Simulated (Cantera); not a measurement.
**Thermodynamics of chemical vapour transport, feed TiO2 + Cl2 + H2**

Charge: 1 mol TiO2, 1 mol Cl2, 1.6 mol H2, at 1198 K.

Method: chemical equilibrium by Gibbs-energy minimisation in Cantera with the NASA 1993 tables (ideal gas, pure condensed phases). Candidate condensed phases: H2O, Ti, TiCl2, TiCl3, TiCl4, TiO, TiO2, Ti2O3, Ti3O5, Ti4O7; 23 gas species. Condensed phases not in the tables: TiOCl. Gases not in the tables: TiO(OH)2. The numbers say what is thermodynamically allowed, not how fast it happens.

| P (Pa) | x HCl | x H2 | x H2O | x TiCl4 | n TiO2(rutile) |
|---|---|---|---|---|---|
| 1000 | 0.767 | 0.231 | 0.00117 | 0.000505 | 0.998 |
| 2200 | 0.767 | 0.231 | 0.00150 | 0.000676 | 0.998 |
| 4600 | 0.766 | 0.231 | 0.00189 | 0.000881 | 0.998 |
| 10000 | 0.765 | 0.231 | 0.00243 | 0.00116 | 0.997 |
| 22000 | 0.764 | 0.231 | 0.00314 | 0.00152 | 0.996 |
| 46000 | 0.763 | 0.231 | 0.00399 | 0.00195 | 0.995 |
| 100000 | 0.761 | 0.231 | 0.00514 | 0.00253 | 0.993 |
| 220000 | 0.759 | 0.232 | 0.00664 | 0.00329 | 0.991 |
| 460000 | 0.756 | 0.232 | 0.00844 | 0.00419 | 0.989 |
| 1000000 | 0.752 | 0.232 | 0.0109 | 0.00540 | 0.986 |
x: gas mole fraction; n: condensed amount in mol.

From 7.50 Torr to 7500 Torr the condensed part is TiO2(rutile).
